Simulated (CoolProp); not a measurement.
The fluid at 293.15 K and 13.9 MPa flows at 7 m/s in a round tube of 20 mm bore and 1.5 µm roughness, fully developed (64/Re and Nu = 3.66 if laminar; Colebrook and Gnielinski if turbulent). The same conditions are run with several fluids, on thermodynamics alone (safety and materials aside).

Computed with CoolProp (reference Helmholtz-energy equation of state of each fluid (carbon dioxide: Span 1996; R507A: Lemmon 2003; ethanol: Schroeder 2014; ethane: Bücker 2006; ammonia: Gao 2020)). Blends and air are pseudo-pure fits.

Q: Rank carbon dioxide, R507A, ethanol, ethane, ammonia by Reynolds number, highest first.

A: carbon dioxide (1370000), ethane (914000), R507A (874000), ammonia (584000), ethanol (86800)

```json
[
 {"fluid": "carbon dioxide", "Darcy friction factor": "0.0127", "pressure drop (Pa/m)": "13900", "heat-transfer coefficient (W/(m² K))": "17500", "mass flow (kg/h)": "7090"},
 {"fluid": "R507A", "Darcy friction factor": "0.0132", "pressure drop (Pa/m)": "18800", "heat-transfer coefficient (W/(m² K))": "11100", "mass flow (kg/h)": "9190"},
 {"fluid": "ethanol", "Darcy friction factor": "0.0189", "pressure drop (Pa/m)": "18500", "heat-transfer coefficient (W/(m² K))": "6750", "mass flow (kg/h)": "6340"},
 {"fluid": "ethane", "Darcy friction factor": "0.0132", "pressure drop (Pa/m)": "6660", "heat-transfer coefficient (W/(m² K))": "11100", "mass flow (kg/h)": "3260"},
 {"fluid": "ammonia", "Darcy friction factor": "0.0139", "pressure drop (Pa/m)": "10600", "heat-transfer coefficient (W/(m² K))": "31400", "mass flow (kg/h)": "4920"}
]
```

Transport values come from each fluid's own correlations.
